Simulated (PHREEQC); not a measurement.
2.5 g of hydrous ferric oxide (600 m²/g; 0.2 weak and 0.005 strong sites per Fe, Dzombak-Morel constants, diffuse double layer) in 1 kg of water with 0.1 mol/kgw of an inert sodium salt and 0.91 mmol/kgw H3BO3 and 9.7 mmol/kgw ZnSO4, at 25 °C; the pH is set by adding NaOH or the inert anion's acid. Oxygen is held at 0.21 atm. No CO2 enters from the air. No solid was allowed to form.

Base run: PHREEQC, ion-association model, wateq4f.dat. Each further column changes one thing. The table gives S sorbed (%).

| pH | base | no electrostatic term (-no_edl) | background salt from 0.1 to 0.01 mol/kgw | oxide from 2.5 to 12 g/kgw | 0.0013 mol/kgw CuSO4 added |
|---|---|---|---|---|---|
| 4 | 24.2 | 0.4 | 26.7 | 93.5 | 21.5 |
| 4.75 | 23.4 | 0.4 | [?] | 90.4 | 20.6 |
| 5.88 | 17.8 | 0.3 | 20.2 | [?] | 15.9 |
| 6.62 | 14.7 | 0.0 | 17.1 | 56.5 | 13.2 |
| 7.38 | 13.4 | 0.0 | 16.1 | 37.4 | 11.8 |
| 8.12 | 11.0 | 0.0 | 14.3 | 16.4 | [?] |
| 9.25 | 3.1 | 0.0 | 5.3 | 0.6 | 3.0 |
| 10 | 0.2 | 0.0 | 0.4 | 0.0 | 0.2 |

### Question
Complete the blanks.

### Answer

- 4.75, background salt from 0.1 to 0.01 mol/kgw: 25.9
- 5.88, oxide from 2.5 to 12 g/kgw: 72.9
- 8.12, 0.0013 mol/kgw CuSO4 added: 9.8

In at least one series the solution becomes supersaturated in solids that the run did not let form, among them Zn(OH)2-a, Zn4(OH)6SO4.  The database's constant for dissolved Cu(OH)2 is higher than later reviews accept.
